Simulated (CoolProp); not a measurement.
A single-stage vapour-compression cycle with R245fa: evaporating at 317.15 K (dew point), condensing at 380.15 K (bubble point), superheat 2 K, subcooling 8 K, compressor efficiency 0.65, no pressure losses. Each further row changes one setting.

The numbers come from the reference Helmholtz-energy equation of state, Akasaka 2015 in CoolProp.

| case | cooling COP | pressure ratio | discharge temperature (K) | refrigerating effect (kJ/kg) | volumetric capacity (kJ/m³) |
|---|---|---|---|---|---|
| as stated | 2.29 | 5.17 | 383.7 | 102 | 1600 |
| evaporating temperature 322.15 K | [?] | 4.42 | 383.4 | 105 | 1930 |
| condensing temperature 375.15 K | [?] | [?] | 378.9 | 109 | 1720 |
| subcooling 13 K | [?] | 5.17 | 383.7 | 109 | 1720 |
| superheat 12 K | 2.38 | 5.17 | 393.2 | [?] | [?] |
| compressor efficiency 0.55 | [?] | 5.17 | 389.9 | 102 | 1600 |

**Question.** What belongs in the gaps?

**Answer.** 
- evaporating temperature 322.15 K, cooling COP: 2.62
- condensing temperature 375.15 K, cooling COP: 2.63
- condensing temperature 375.15 K, pressure ratio: 4.63
- subcooling 13 K, cooling COP: 2.47
- superheat 12 K, refrigerating effect (kJ/kg): 111
- superheat 12 K, volumetric capacity (kJ/m³): 1680
- compressor efficiency 0.55, cooling COP: 1.94
